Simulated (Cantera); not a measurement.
Charge: 1 mol MgO, 0.017 mol I2, a varied amount of N2, at 1398.15 K and 7.30 bar.

Equilibrium computed with Cantera from the NASA thermochemical tables; the gas is ideal and each condensed phase is pure. Candidate condensed phases: I2, Mg, MgI2, MgO; 17 gas species. Equilibrium is a limit: real reactors are often held back by kinetics, nucleation or transport.

Problem. At 1.9 mol N2, list the 3 most abundant gas species with their mole fractions, and the condensed phases.

Solution. N2 0.985, I 0.0134, I2 0.00213. Condensed: MgO(s).
